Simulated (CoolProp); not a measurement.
Vapour-liquid equilibrium of R125 (1) + R1234yf (2) at 287.5 K; x and y are mole fractions of (1).

Computed with CoolProp (multi-fluid Helmholtz-energy mixture model, Lemmon 2005 and Lemmon 2022; pair parameters Bell 2023).

```csv
x,bubble pressure (MPa),y at the bubble point,dew pressure at overall composition x (MPa),liquid density (mol/L)
0.05,0.5258,0.088,[?],9.924
0.15,0.5766,0.244,0.5449,9.969
0.25,0.6276,0.376,0.5788,10.01
0.35,0.6789,[?],0.6168,10.06
0.45,0.7307,0.593,0.6596,10.11
0.55,0.7831,0.683,0.7080,[?]
0.65,0.8363,[?],0.7631,10.21
0.75,0.8903,0.839,0.8261,[?]
0.85,0.9454,0.907,0.8987,10.32
0.95,1.002,0.970,[?],10.38
```

Fill in the missing entries.


- 0.05, dew pressure at overall composition x (MPa): 0.5145
- 0.35, y at the bubble point: 0.491
- 0.55, liquid density (mol/L): 10.16
- 0.65, y at the bubble point: 0.765
- 0.75, liquid density (mol/L): 10.26
- 0.95, dew pressure at overall composition x (MPa): 0.9829

No azeotrope shows between x = 0.05 and 0.95.

Pair parameters are fitted to limited data, so mixtures are less certain than the pure fluids.
